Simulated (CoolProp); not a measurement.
Saturation properties of R152A (Tc = 113.3 °C, pc = 4.517 MPa, ω = 0.275).

Model: reference Helmholtz-energy equation of state, Outcalt 1996, in CoolProp. It is a modified Benedict-Webb-Rubin equation, recast in Helmholtz form.

| T (°C) | p (MPa) | enthalpy of vaporisation (kJ/kg) | liquid cp (kJ/(kg K)) | vapour Z | surface tension (mN/m) | vapour viscosity (µPa s) |
|---|---|---|---|---|---|---|
| -27.15 | 0.08804 | 332.7 | 1.617 | 0.9610 | 17.0 | 9.14 |
| -24.45 | 0.09942 | 330.3 | 1.624 | 0.9577 | 16.6 | 9.24 |
| -21.65 | 0.1124 | 327.8 | 1.631 | 0.9540 | 16.2 | 9.35 |
| -18.85 | 0.1267 | 325.3 | 1.639 | 0.9501 | 15.8 | 9.46 |
| -16.15 | 0.1418 | 322.8 | 1.646 | 0.9462 | 15.4 | 9.56 |
| -13.35 | 0.1590 | 320.2 | 1.654 | 0.9419 | 15.0 | 9.67 |
| -10.65 | 0.1770 | 317.6 | 1.663 | 0.9376 | 14.6 | 9.78 |
| -7.85 | 0.1973 | 314.9 | 1.671 | 0.9329 | 14.2 | 9.89 |
| -5.05 | 0.2194 | 312.2 | 1.680 | 0.9280 | 13.8 | 10.00 |
| -2.35 | 0.2424 | 309.5 | 1.689 | 0.9230 | 13.5 | 10.1 |
| 0.45 | 0.2683 | 306.7 | 1.699 | 0.9176 | 13.1 | 10.2 |
| 3.15 | 0.2952 | 303.9 | 1.708 | 0.9123 | 12.7 | 10.3 |
| 5.95 | 0.3252 | 300.9 | 1.719 | 0.9064 | 12.3 | 10.4 |

It boils at -24.0 °C under 1 atm.

Viscosity comes from a separate model (Bell 2016), an estimate that may be off by 10 % or more. Surface tension comes from a separate correlation (Mulero 2012).
